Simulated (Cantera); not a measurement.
Input: 1 mol borazine, 0.31 mol O2, 12 mol H2, held at 850 K and 1.00 bar.

Method: chemical equilibrium by Gibbs-energy minimisation in Cantera with the NASA 1993 tables (ideal gas, pure condensed phases). Candidate condensed phases: B, BN, B2O3, B3O3H3, H2O; 39 gas species. The feed counts by its element totals alone. Gases not in the tables: H3BO3. Kinetics and transport are ignored.

Base state: H2 0.985, N2 0.0127, H2O 0.00232, NH3 0.000205 (mole fractions); condensed: BN(s) + B2O3(l).

Q: What changes in the equilibrium state with this change: temperature from 850 K to 1848 K?

A: 
```csv
species,before,after
H2,0.985,0.957
HBO,<1e-9,0.0160
N2,0.0127,0.0149
HBO2,3.03e-8,0.00632
B2O3,<1e-9,0.00271
B2O2,<1e-9,0.000928
H,<1e-9,0.000519
"BN(s), mol",2.61,2.54
"B2O3(l), mol",0.195,0
```

Q: What changes in the equilibrium state with this change: pressure from 1.00 bar to 10.0 mbar?

A: 
```
species         before     after
------------  --------  --------
H2               0.985     0.986
N2              0.0127    0.0134
H2O            0.00232  0.000510
NH3           0.000205   2.11e-6
BN(s), mol        2.61      2.59
B2O3(l), mol     0.195     0.204
```
